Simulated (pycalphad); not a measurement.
Computed with pycalphad from the COST 507 light-alloy database (1999), at 1 atm. No gas phase is included, though pure Mg would boil below 1377 °C. The data set is of 1999 and partly superseded. Diffusion is slow at the low end, where real alloys seldom reach equilibrium.

Molar enthalpy of Al-0.22Si-6Mg (at.%) in equilibrium (SER reference):

```json
[
 {"T (°C)": "1377", "H (kJ/mol)": "51.11", "phases": "liquid"},
 {"T (°C)": "1277", "H (kJ/mol)": "47.92", "phases": "liquid"},
 {"T (°C)": "1177", "H (kJ/mol)": "44.73", "phases": "liquid"},
 {"T (°C)": "1077", "H (kJ/mol)": "41.54", "phases": "liquid"},
 {"T (°C)": "977", "H (kJ/mol)": "38.35", "phases": "liquid"},
 {"T (°C)": "877", "H (kJ/mol)": "35.16", "phases": "liquid"},
 {"T (°C)": "777", "H (kJ/mol)": "31.97", "phases": "liquid"},
 {"T (°C)": "727", "H (kJ/mol)": "30.38", "phases": "liquid"},
 {"T (°C)": "677", "H (kJ/mol)": "28.78", "phases": "liquid"},
 {"T (°C)": "577", "H (kJ/mol)": "16.53", "phases": "fcc + liquid + MG2SI"},
 {"T (°C)": "527", "H (kJ/mol)": "14.17", "phases": "fcc + MG2SI"},
 {"T (°C)": "477", "H (kJ/mol)": "12.64", "phases": "fcc + MG2SI"},
 {"T (°C)": "377", "H (kJ/mol)": "9.71", "phases": "fcc + MG2SI"},
 {"T (°C)": "277", "H (kJ/mol)": "6.90", "phases": "fcc + MG2SI"},
 {"T (°C)": "177", "H (kJ/mol)": "3.90", "phases": "fcc + ALMG_BETA + MG2SI"},
 {"T (°C)": "77", "H (kJ/mol)": "1.10", "phases": "fcc + ALMG_BETA + MG2SI"}
]
```

Cooling from 677 °C to 527 °C, across the freezing range, releases 14.6 kJ/mol, or 545 J/g. The slope is 32 J/(mol K) in the liquid and 31 J/(mol K) just below the solidus, where it includes any heat of precipitation. Liquidus 632 °C, solidus 569 °C. Changes were sought between steps of 50 K, so a narrower field can be missed.

Database names, with the compositions (at.%) that they take in these runs: MG2SI: Mg 67 Si 33; ALMG_BETA: Al 61 Mg 39.
